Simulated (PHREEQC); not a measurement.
0.19 g of hydrous ferric oxide (600 m²/g; 0.2 weak and 0.005 strong sites per Fe, Dzombak-Morel constants, diffuse double layer) in 1 kg of water with 0.1 mol/kgw of an inert sodium salt and 0.056 mmol/kgw MnCl2 and 0.058 mmol/kgw Na2HAsO4, at 25 °C; the pH is set by adding NaOH or the inert anion's acid. The system is closed to oxygen. The system is closed to CO2. No solid was allowed to form.

Computed with PHREEQC (ion-association model, wateq4f.dat).

| pH | Mn sorbed (%) | As sorbed (%) | surface charge σ (C/m²) | surface potential ψ (mV) |
|---|---|---|---|---|
| 4 | 0.0 | 100.0 | 0.257 | 135 |
| 4.5 | 0.0 | 100.0 | 0.218 | 127 |
| 5 | 0.1 | 100.0 | [?] | 114 |
| 5.5 | 0.5 | 100.0 | 0.119 | 97 |
| 6 | 3.6 | 100.0 | 0.077 | 76 |
| 6.5 | 13.0 | 100.0 | 0.045 | 52 |
| 7 | 24.7 | [?] | 0.021 | 28 |
| 7.5 | 54.0 | 99.8 | 0.003 | 4 |
| 8 | 88.4 | 98.9 | -0.014 | [?] |
| 8.5 | 98.3 | 95.5 | [?] | -41 |
| 9 | 99.8 | [?] | -0.055 | [?] |
| 9.5 | 100.0 | 76.9 | -0.078 | [?] |
| 10 | 100.0 | 64.8 | -0.105 | -91 |

Problem. What belongs in the gaps?

Solution. 
- 5, surface charge σ (C/m²): 0.169
- 7, As sorbed (%): 99.9
- 8, surface potential ψ (mV): -19
- 8.5, surface charge σ (C/m²): -0.033
- 9, As sorbed (%): 87.5
- 9, surface potential ψ (mV): -61
- 9.5, surface potential ψ (mV): -77

Species that the database lacks are ignored. The database has no arsenate complexes of Mn.
